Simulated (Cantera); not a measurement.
Input: 1 mol C₂H₅OH, 94 mol H₂, at 2650 °C and 1 atm.

Equilibrium computed with Cantera from the NASA thermochemical tables; the gas is ideal and each condensed phase is pure. Candidate condensed phases: C, C₆H₆, C₇H₈, C₈H₁₈, H₂O; 110 gas species. The numbers say what is thermodynamically allowed, not how fast it happens.

Base state: H₂ 0.871, H 0.115, CO 0.00962, C₂H₂ (acetylene) 0.00463, C₂H 9.37e-5, CH₃ 4.55e-5, CH₄ 2.13e-5, CH₂ 1.38e-5 (mole fractions); condensed: gas only.

**Question.** What changes in the equilibrium state with this change: temperature from 2650 °C to 900 °C?

**Answer.** 
```
species            before    after
----------------  -------  -------
H₂                  0.871    0.979
CH₄               2.13e-5   0.0109
CO                0.00962  0.00972
H                   0.115  1.16e-7
C₂H₂ (acetylene)  0.00463  2.00e-8
C₂H               9.37e-5    <1e-9
CH₂               1.38e-5    <1e-9
```
